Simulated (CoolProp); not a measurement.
Vapour-liquid equilibrium of n-pentane (1) + benzene (2) at 370.2 K; x and y are mole fractions of (1).

Values from CoolProp's multi-fluid Helmholtz-energy mixture model, Thol 2019 and Thol 2012; pair parameters Bell 2016.

```tsv
x	bubble pressure, mixture model (MPa)	bubble pressure, Raoult's law (MPa)	y, mixture model	y, Raoult's law
0.05	0.1991	0.1856	0.197	0.149
0.15	0.2552	0.2245	0.423	0.371
0.25	0.3017	0.2633	0.554	0.527
0.35	0.3420	0.3022	0.644	0.642
0.45	0.3781	0.3410	0.713	0.732
0.55	0.4116	0.3799	0.772	0.803
0.65	0.4437	0.4187	0.825	0.861
0.75	0.4753	0.4576	0.875	0.909
0.85	0.5068	0.4964	0.924	0.950
0.95	0.5386	0.5353	0.974	0.984
```

The largest gap from Raoult's law is +14.6 % in bubble pressure, at x = 0.25. No azeotrope shows between x = 0.05 and 0.95.

Pair parameters are fitted to limited data, so mixtures are less certain than the pure fluids.
